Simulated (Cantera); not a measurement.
A freely propagating, adiabatic, planar premixed flame of H2 : O2 : N2 = 1 : 0.185 : 0.696 (molar parts), unburnt at 625 K and 480 Torr; mixture-averaged transport, grid criteria slope 0.08 and curve 0.16, no radiation.

Model: the H2/O2 subset of GRI-Mech 3.0, which has no nitrogen chemistry, integrated in Cantera. Burning velocities carry a grid error of a few per cent, more on coarse grids.

### Question
What does this change do: inlet temperature 625 to 598 K?

### Answer
```
quantity                    before     after
------------------------  --------  --------
laminar burning velocity  853 cm/s  785 cm/s
thermal thickness         0.868 mm  0.854 mm
peak x(H)                   0.0921    0.0893
peak x(HO2)               0.000142  0.000155
peak x(OH)                 0.00216   0.00203
peak x(O)                  0.00253   0.00242
```
